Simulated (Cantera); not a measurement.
A Cantera script and its output.

```python
import numpy as np
import cantera as ct

gas = ct.Solution("gri30.yaml")
gas.TPX = 1900, 1200, {'CH4': 0.15, 'H2': 8.3}
reactor = ct.IdealGasConstPressureReactor(gas, energy="off", clone=False)
net = ct.ReactorNet([reactor])
net.rtol, net.atol = 1e-08, 1e-18
show = ['CH4', 'H2', 'C2H', 'C2H6', 'H', 'CH2', 'CH3']
times = np.geomspace(7e-06, 4, 14)

steps = ct.SolutionArray(gas, extra=["t"])
rows = []
print(f"{'t/s':>10s}{'T/K':>9s}{'P/Pa':>11s}" + "".join(f"{s:>11s}" for s in show))
for t in times:
    while net.time < t:
        t_next = net.step()
        steps.append(gas.state, t=t_next)
    rows.append([np.interp(t, steps.t, y) for y in (steps.T, steps.P, *steps(*show).X.T)])
    print(f"{t:10.3e}{rows[-1][0]:9.1f}{rows[-1][1]:11.4g}" + "".join(f"{x:11.3e}" for x in rows[-1][2:]))
rate = np.gradient(steps.T, steps.t)
print("integrator steps:", len(steps.t))
if steps.T.max() > steps.T[0] + 200:
    print(f"time of steepest temperature rise: {steps.t[rate.argmax()]:.4e} s")
gas.TPX = 1900, 1200, {'CH4': 0.15, 'H2': 8.3}
gas.equilibrate("TP")
print(f"equilibrium (TP): T = {gas.T:.1f} K  " + "  ".join(f"{s} {gas[s].X[0]:.3e}" for s in show))
```

Output:

```
       t/s      T/K       P/Pa        CH4         H2        C2H       C2H6          H        CH2        CH3
 7.000e-06   1900.0       1200  1.775e-02  9.822e-01  6.709e-27  2.258e-15  4.815e-07  1.472e-13  4.247e-07
 1.941e-05   1900.0       1200  1.775e-02  9.822e-01  1.578e-24  5.606e-14  1.436e-06  1.168e-12  1.076e-06
 5.380e-05   1900.0       1200  1.775e-02  9.822e-01  4.293e-22  1.236e-12  4.441e-06  9.257e-12  2.523e-06
 1.492e-04   1900.0       1200  1.775e-02  9.822e-01  8.470e-20  2.015e-11  1.342e-05  7.577e-11  5.885e-06
 4.135e-04   1900.0       1200  1.774e-02  9.822e-01  1.371e-17  2.644e-10  3.856e-05  6.326e-10  1.494e-05
 1.146e-03   1900.0       1200  1.771e-02  9.821e-01  2.318e-15  2.747e-09  1.082e-04  5.078e-09  3.998e-05
 3.178e-03   1900.0       1200  1.764e-02  9.820e-01  4.243e-13  2.234e-08  3.011e-04  3.909e-08  1.089e-04
 8.811e-03   1900.0       1200  1.742e-02  9.814e-01  7.248e-11  1.443e-07  8.317e-04  2.865e-07  2.952e-04
 2.443e-02   1900.0       1200  1.649e-02  9.803e-01  6.206e-09  6.034e-07  2.190e-03  1.751e-06  7.341e-04
 6.772e-02   1900.0       1200  1.219e-02  9.805e-01  1.180e-07  7.357e-07  4.073e-03  4.273e-06  1.008e-03
 1.877e-01   1900.0       1200  5.424e-03  9.832e-01  3.854e-07  1.854e-07  5.053e-03  3.128e-06  5.554e-04
 5.204e-01   1900.0       1200  1.654e-03  9.844e-01  6.174e-07  2.060e-08  5.986e-03  1.423e-06  2.005e-04
 1.443e+00   1900.0       1200  4.501e-04  9.843e-01  7.564e-07  1.729e-09  6.761e-03  5.076e-07  6.166e-05
 4.000e+00   1900.0       1200  1.332e-04  9.841e-01  8.170e-07  1.625e-10  7.153e-03  1.697e-07  1.931e-05
integrator steps: 932
equilibrium (TP): T = 1900.0 K  CH4 3.118e-05  H2 9.841e-01  C2H 8.324e-07  C2H6 1.150e-11  H 7.239e-03  CH2 4.083e-08  CH3 4.576e-06
```

Model: GRI-Mech 3.0 (53 species, 325 reactions), integrated in Cantera. GRI-Mech 3.0 stops at C3 and has no aromatics, soot or wall deposition, so with more carbon than oxygen in the feed, carbon stays in small species such as C2H2 where larger ones or solid carbon would form. Radical loss at walls, strong at low pressure, is not modelled.
